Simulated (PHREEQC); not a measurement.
Dissolve 96 mmol/kgw NaOH, 0.56 mmol/kgw LiF and 1 mmol/kgw HNO3 at 25 °C. Closed to the air; pH follows from the charge balance.

Model: ion-association model, phreeqc.dat, run in PHREEQC.

```json
{
  "pH": "12.86",
  "ionic_strength": "0.0965 mol/kgw",
  "specific_conductance": "19800 µS/cm",
  "density": "1.001 g/cm³",
  "total_alkalinity": "95.0 meq/kg"
}
```

```csv
species,molality,activity,log γ
Na+,0.0960,0.0756,-0.104
OH-,0.0950,0.0726,-0.117
NO3-,0.00100,0.000756,-0.121
Li+,0.000560,0.000447,-0.098
F-,0.000542,0.000414,-0.117
NaF,1.76e-5,1.80e-5,0.010
```

This is a speciation only: nothing precipitates in the calculation.
